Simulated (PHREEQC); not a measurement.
Make-up at 25 °C: 0.017 mol/kgw Al2(SO4)3, 0.0012 mol/kgw NaF and 0.0094 mol/kgw NaCl. Closed to the air; pH follows from the charge balance.

All values are PHREEQC results (ion-association model, phreeqc.dat), not measurements.

Precipitation was switched off in this run.

Predict the pH, ionic strength.

pH 3.98; ionic strength 0.0809 mol/kgw.

In which forms is S present?

AlSO4+ 46 %, SO4-2 34 %, Al(SO4)2- 20 %, NaSO4- 0.7 % of the S.

Examples of supersaturated solids here: Gibbsite (slow to form). Others may be too. Species that the database lacks are ignored. Fluoro complexes past AlF4- and FeF3 are missing from the database.
